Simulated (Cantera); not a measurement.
Thermodynamics of chemical vapour transport, feed Al + H2O + H2

Feed: 1 mol Al, 0.016 mol H2O, 4.8 mol H2, held at 23.3 Torr.

Cantera equilibrium calculation (NASA polynomials, part measured and part estimated; ideal gas, pure solids and liquids). Candidate condensed phases: Al, Al2O3, H2O; 19 gas species. Mutual solubility and eutectic melting of coexisting phases are not modelled. Equilibrium is a limit: real reactors are often held back by kinetics, nucleation or transport.

| T (°C) | x H2 | x H | x AlH | x Al | x Al2O | n Al(s) | n Al2O3(s) | n Al(l) |
|---|---|---|---|---|---|---|---|---|
| 525 | 1.00 | 1.51e-11 | 3.19e-12 | <1e-12 | <1e-12 | 0.989 | 0.00533 | 0 |
| 575 | 1.00 | 1.08e-10 | 3.04e-11 | 1.62e-12 | <1e-12 | 0.989 | 0.00533 | 0 |
| 625 | 1.00 | 6.22e-10 | 2.25e-10 | 2.12e-11 | <1e-12 | 0.989 | 0.00533 | 0 |
| 675 | 1.00 | 2.98e-9 | 1.31e-9 | 2.06e-10 | 5.28e-12 | 0 | 0.00533 | 0.989 |
| 725 | 1.00 | 1.22e-8 | 6.06e-9 | 1.52e-9 | 6.20e-11 | 0 | 0.00533 | 0.989 |
| 775 | 1.00 | 4.39e-8 | 2.42e-8 | 9.17e-9 | 5.71e-10 | 0 | 0.00533 | 0.989 |
| 825 | 1.00 | 1.40e-7 | 8.47e-8 | 4.70e-8 | 4.28e-9 | 0 | 0.00533 | 0.989 |
x: gas mole fraction; n: condensed amount in mol.

From 525 °C to 625 °C the condensed part is Al(s) + Al2O3(s). From 675 °C to 825 °C the condensed part is Al(l) + Al2O3(s).
